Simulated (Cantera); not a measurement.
A perfectly stirred reactor is fed with 19.5 % H₂, 15.7 % O₂, 61.5 % N₂, 3.32 % H₂O, equivalence ratio 0.62, at 4.50 bar; it is adiabatic with a 750 K inlet, and is followed from long to short residence time, starting on the burning branch (τ in s: 0.27, 0.11, 0.044, 0.018, 0.0073, 0.0029, 0.0012, 0.00048, 0.00019, 7.9e-05, 3.2e-05).

Detailed kinetics in Cantera: GRI-Mech 3.0 (53 species, 325 reactions). The hydrogen kinetics of GRI-Mech 3.0 are dated; newer H2 mechanisms differ, most at raised pressure.

x: mole fraction; the columns are a selection and need not sum to one.

```
τ (s)    T (K)      x H₂    x O₂  x H₂O       x O    x N₂O       x H    x NO₂
-------  -----  --------  ------  -----  --------  -------  --------  -------
0.27      2144  0.000380  0.0638  0.251  0.000226  6.15e-7   3.79e-5  5.09e-6
0.11      2146  0.000392  0.0644  0.251  0.000234  6.24e-7   3.97e-5  3.06e-6
0.044     2148  0.000416  0.0649  0.251  0.000246  6.41e-7   4.27e-5  1.53e-6
0.018     2148  0.000464  0.0651  0.250  0.000266  6.76e-7   4.89e-5  7.38e-7
0.0073    2146  0.000573  0.0652  0.250  0.000311  7.50e-7   6.36e-5  3.79e-7
0.0029    2142  0.000816  0.0651  0.249  0.000414  8.91e-7  0.000102  2.24e-7
0.0012    2133   0.00128  0.0650  0.248  0.000620  1.07e-6  0.000193  1.55e-7
0.00048   2117   0.00219  0.0649  0.246   0.00103  1.21e-6  0.000423  1.09e-7
0.00019   2090         …  0.0649  0.243         …  1.17e-6         …        …
7.9e-5    2049         …  0.0652  0.238         …        …         …        …
3.2e-5    1982    0.0105  0.0662  0.231   0.00478  7.96e-7   0.00460  3.54e-8
```

Task: What belongs in the gaps?

Result: 
- 0.00019, x H₂: 0.00382
- 0.00019, x O: 0.00179
- 0.00019, x H: 0.000982
- 0.00019, x NO₂: 7.25e-8
- 7.9e-5, x H₂: 0.00637
- 7.9e-5, x O: 0.00297
- 7.9e-5, x N₂O: 1.00e-6
- 7.9e-5, x H: 0.00215
- 7.9e-5, x NO₂: 4.87e-8
